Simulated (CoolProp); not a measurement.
Vapour-liquid equilibrium of cyclohexane (1) + ethylbenzene (2) at 0.105 MPa; x and y are mole fractions of (1).

Values from CoolProp's multi-fluid Helmholtz-energy mixture model, Zhou 2014 and Zhou 2012; pair parameters Bell 2016.

```
x      bubble temperature (°C)  y at the bubble point  dew temperature at overall composition x (°C)  liquid density (mol/L)
-----  -----------------------  ---------------------  ---------------------------------------------  ----------------------
0.05                     131.1                  0.195                                          135.9                   7.242
0.125                    122.8                  0.408                                          133.5              (withheld)
0.2                 (withheld)                  0.555                                          130.9                   7.492
0.275                    110.0             (withheld)                                          128.2                   7.603
0.35                     105.2                  0.734                                          125.2                   7.708
0.425                    101.1             (withheld)                                          122.0                   7.808
0.5                       97.6                  0.835                                          118.6                   7.904
0.575               (withheld)                  0.870                                          114.8                   7.997
0.65                      91.9                  0.899                                          110.6              (withheld)
0.725                     89.5                  0.924                                     (withheld)                   8.182
0.8                       87.3                  0.946                                          100.4                   8.275
0.875                     85.2                  0.967                                           94.1                   8.370
0.95                (withheld)                  0.987                                           86.9                   8.468
```

Question: What belongs in the gaps?

Answer: 
- 0.125, liquid density (mol/L): 7.372
- 0.2, bubble temperature (°C): 115.8
- 0.275, y at the bubble point: 0.659
- 0.425, y at the bubble point: 0.791
- 0.575, bubble temperature (°C): 94.6
- 0.65, liquid density (mol/L): 8.090
- 0.725, dew temperature at overall composition x (°C): 105.8
- 0.95, bubble temperature (°C): 83.2

No azeotrope shows between x = 0.05 and 0.95.

The pair parameters rest on a limited set of measurements; away from them the model extrapolates.
